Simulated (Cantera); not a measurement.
A Cantera script and its output.

```python
import numpy as np
import cantera as ct

gas = ct.Solution("gri30.yaml")
gas.TPX = 1975, 12, {'CH4': 1, 'N2': 85}
inlet = ct.Reservoir(gas, clone=True)

reactor = ct.IdealGasConstPressureReactor(gas, energy="off", clone=False)
exhaust = ct.Reservoir(gas, clone=True)
tau = [0.78, 0.33, 0.14, 0.058, 0.024, 0.01, 0.0043, 0.0018, 0.00076, 0.00032][0]
for a, b in ((inlet, reactor), (reactor, exhaust)):
    ct.MassFlowController(a, b, mdot=lambda t: reactor.mass / tau)
net = ct.ReactorNet([reactor])
show = ['CH4', 'C2H', 'CH2', 'H', 'C2H4', 'C2H2']

rows = []
print(f"{'tau/s':>10s}{'T/K':>9s}" + "".join(f"{s:>11s}" for s in show))
for tau in [0.78, 0.33, 0.14, 0.058, 0.024, 0.01, 0.0043, 0.0018, 0.00076, 0.00032]:
    net.initial_time = 0.0
    net.advance(30 * tau)
    before = gas.X
    net.advance(40 * tau)
    drift = np.max(np.abs(gas.X - before) / (gas.X + 1e-9))
    rows.append([gas.T, *gas[show].X, drift])
    print(f"{tau:10.3e}{gas.T:9.1f}" + "".join(f"{x:11.3e}" for x in gas[show].X))
```

Output:

```
     tau/s      T/K        CH4        C2H        CH2          H       C2H4       C2H2
 7.800e-01   1975.0  1.043e-02  5.342e-08  1.949e-06  1.849e-05  8.345e-05  1.827e-04
 3.300e-01   1975.0  1.125e-02  5.329e-09  6.229e-07  8.734e-06  1.403e-05  1.247e-05
 1.400e-01   1975.0  1.148e-02  1.647e-10  1.664e-07  6.578e-06  1.467e-06  5.469e-07
 5.800e-02   1975.0  1.157e-02  2.156e-12  3.580e-08  5.614e-06  1.106e-07  1.698e-08
 2.400e-02   1975.0  1.161e-02  1.828e-14  5.769e-09  4.434e-06  6.746e-09  4.263e-10
 1.000e-02   1975.0  1.162e-02  1.156e-16  6.821e-10  2.974e-06  3.630e-10  9.503e-12
 4.300e-03   1975.0  1.163e-02  7.334e-19  6.892e-11  1.702e-06  2.134e-11  2.392e-13
 1.800e-03   1975.0  1.163e-02  4.028e-21  5.850e-12  8.333e-07  1.295e-12  6.060e-15
 7.600e-04   1975.0  1.163e-02  2.624e-23  5.226e-13  3.786e-07  9.260e-14  1.825e-16
 3.200e-04   1975.0  1.163e-02  1.926e-25  5.301e-14  1.647e-07  6.951e-15  5.760e-18
```

Detailed kinetics in Cantera: GRI-Mech 3.0 (53 species, 325 reactions). GRI-Mech 3.0 stops at C3 and has no aromatics, soot or wall deposition, so with more carbon than oxygen in the feed, carbon stays in small species such as C2H2 where larger ones or solid carbon would form. Radical loss at walls, strong at low pressure, is not modelled.
